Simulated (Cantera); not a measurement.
Mixture: CO : H₂ : O₂ : N₂ : H₂O = 1 : 0.17 : 0.366 : 1.32 : 0.27 (molar parts), equivalence ratio 1.6, at 760 Torr, adiabatic and at constant volume. Ignition delay is the time to a rise of 400 K.

Cantera simulation using GRI-Mech 3.0 (53 species, 325 reactions); the numbers are that mechanism's predictions, not measurements. Where the delays flatten at high temperature, the 400 K rule measures the pace of heat release, not the induction time.

What does this change do: pressure from 760 Torr to 1950 Torr?


```tsv
quantity	before	after
delay at 1023 K	0.744 ms	2.04 ms
delay at 1098 K	0.205 ms	0.274 ms
delay at 1173 K	0.108 ms	70.1 µs
delay at 1248 K	71.5 µs	34.2 µs
delay at 1323 K	52.8 µs	21.9 µs
delay at 1398 K	41.9 µs	15.9 µs
delay at 1473 K	35.1 µs	12.5 µs
```
The hydrogen kinetics of GRI-Mech 3.0 are dated; newer H2 mechanisms differ, most at raised pressure.

What does this change do: pressure from 760 Torr to 20300 Torr?


| quantity | before | after |
|---|---|---|
| delay at 1023 K | 0.744 ms | 1.59 ms |
| delay at 1098 K | 0.205 ms | 0.388 ms |
| delay at 1173 K | 0.108 ms | 0.113 ms |
| delay at 1248 K | 71.5 µs | 37.8 µs |
| delay at 1323 K | 52.8 µs | 14.1 µs |
| delay at 1398 K | 41.9 µs | 5.87 µs |
| delay at 1473 K | 35.1 µs | 2.83 µs |
The hydrogen kinetics of GRI-Mech 3.0 are dated; newer H2 mechanisms differ, most at raised pressure. The pressure lies above the range GRI-Mech 3.0 was tuned for (to about 10 atm).

What does this change do: pressure from 760 Torr to 9000 Torr?


```
quantity           before     after
---------------  --------  --------
delay at 1023 K  0.744 ms   2.10 ms
delay at 1098 K  0.205 ms  0.471 ms
delay at 1173 K  0.108 ms  0.123 ms
delay at 1248 K   71.5 µs   36.3 µs
delay at 1323 K   52.8 µs   12.7 µs
delay at 1398 K   41.9 µs   5.90 µs
delay at 1473 K   35.1 µs   3.53 µs
```
The hydrogen kinetics of GRI-Mech 3.0 are dated; newer H2 mechanisms differ, most at raised pressure. The pressure lies above the range GRI-Mech 3.0 was tuned for (to about 10 atm).
